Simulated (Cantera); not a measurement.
An isothermal, constant-pressure homogeneous reactor starts with CH4 : H2 = 1 : 68 (molar parts), at 1675 K and 101000 Pa. Integrator tolerance rtol = 1e-08.

Computed with Cantera and GRI-Mech 3.0 (53 species, 325 reactions). GRI-Mech 3.0 stops at C3 and has no aromatics, soot or wall deposition, so with more carbon than oxygen in the feed, carbon stays in small species such as C2H2 where larger ones or solid carbon would form.

What does this change do: pressure from 101000 Pa to 8300 Pa?


| quantity | before | after |
|---|---|---|
| x(CH4) at 3.00 s | 0.00834 (gas-phase equilibrium 0.00834) | 0.00459 (gas-phase equilibrium 0.00104) |
| x(H2) at 3.00 s | 0.989 (gas-phase equilibrium 0.989) | 0.990 (gas-phase equilibrium 0.992) |
| x(C2H6) at 3.00 s | 4.42e-7 (gas-phase equilibrium 4.42e-7) | 7.48e-8 (gas-phase equilibrium 6.90e-9) |
| x(H) at 3.00 s | 0.000115 (gas-phase equilibrium 0.000115) | 0.000398 (gas-phase equilibrium 0.000404) |
| x(CH2) at 3.00 s | 2.33e-9 (gas-phase equilibrium 2.33e-9) | 1.49e-8 (gas-phase equilibrium 3.54e-9) |
